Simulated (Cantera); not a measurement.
Input (Python, Cantera) and output of one run.

```python
import numpy as np
import cantera as ct

gas_names = """
    CL CL2 H HCL H2 Si SiCL SiCL2 SiCL3 SiCL4 SiH SiHCL3 SiH2 SiH2CL2 SiH3 SiH3CL SiH4 Si2 Si3
""".split()
cond_names = """
    Si(cr) Si(L)
""".split()


# ... load() reads the species with a 1 bar reference pressure and builds the phases ...
atoms = {
    'Si3H8': {'Si': 3, 'H': 8},
    'HCl': {'H': 1, 'CL': 1},
    'H2': {'H': 2},
}
top_T = {}  # K; cautious upper limits of use, not melting points


# ... equilibrate(T, P, feed) seeds the gas with the atoms and calls Mixture.equilibrate('TP', solver="vcs", rtol=1e-11, max_steps=5000) ...
results = []
T = 975  # K
P = 23000  # Pa
for m in [0.073, 0.1, 0.14, 0.19, 0.26, 0.35, 0.48, 0.66, 0.9, 1.2, 1.7, 2.3]:
    feed = {'Si3H8': 1, 'HCl': m, 'H2': 44}  # mol
    mix = equilibrate(T, P, feed)
    results.append((T, P, feed, dict(zip(mix.species_names, mix.species_moles))))

top = {s: max(r[3][s] / sum(r[3][g] for g in gas_names) for r in results) for s in gas_names}
cols = sorted((s for s in top if top[s] > 1e-06), key=lambda s: -top[s])[:8]
seen = [c for c in cond_names if any(r[3].get(c, 0) > 1e-12 for r in results)]
print("log10 of partial pressures in bar; condensed amounts in mol")
print(f"{'n(HCl)':>10s}" + "".join(f"{s[:9]:>10s}" for s in cols + seen))
for T, P, feed, n in results:
    ng = sum(n[g] for g in gas_names)
    print(f"{feed['HCl']:10.4g}" + "".join(f"{np.log10(max(n[s] / ng * P / 1e5, 1e-99)):10.3f}" for s in cols)
          + "".join(f"{n.get(c, 0):10.4g}" for c in seen))
```

Result:

```
log10 of partial pressures in bar; condensed amounts in mol
    n(HCl)        H2       HCL     SiCL4    SiHCL3   SiH2CL2     SiCL3     SiCL2    SiH3CL    Si(cr)
     0.073    -0.639    -3.512    -5.722    -5.092    -5.442    -6.675    -6.177    -6.389     2.997
       0.1    -0.639    -3.406    -5.301    -4.776    -5.231    -6.359    -5.966    -6.284     2.994
      0.14    -0.639    -3.307    -4.901    -4.477    -5.032    -6.060    -5.766    -6.185     2.988
      0.19    -0.640    -3.227    -4.583    -4.238    -4.873    -5.821    -5.607    -6.106     2.979
      0.26    -0.640    -3.155    -4.295    -4.022    -4.729    -5.605    -5.463    -6.034     2.964
      0.35    -0.640    -3.094    -4.050    -3.839    -4.607    -5.421    -5.341    -5.974     2.944
      0.48    -0.641    -3.036    -3.815    -3.662    -4.490    -5.245    -5.223    -5.916     2.912
      0.66    -0.641    -2.982    -3.597    -3.500    -4.382    -5.082    -5.114    -5.862     2.867
       0.9    -0.642    -2.933    -3.400    -3.352    -4.285    -4.934    -5.016    -5.814     2.806
       1.2    -0.643    -2.890    -3.228    -3.224    -4.199    -4.805    -4.930    -5.772     2.728
       1.7    -0.645    -2.842    -3.031    -3.077    -4.102    -4.657    -4.831    -5.725     2.596
       2.3    -0.646    -2.802    -2.868    -2.955    -4.022    -4.535    -4.750    -5.687     2.436
```

Equilibrium computed with Cantera from the NASA thermochemical tables; the gas is ideal and each condensed phase is pure. The feed counts by its element totals alone. The tables' values for SiCl3 are old estimates; treat these amounts as uncertain.
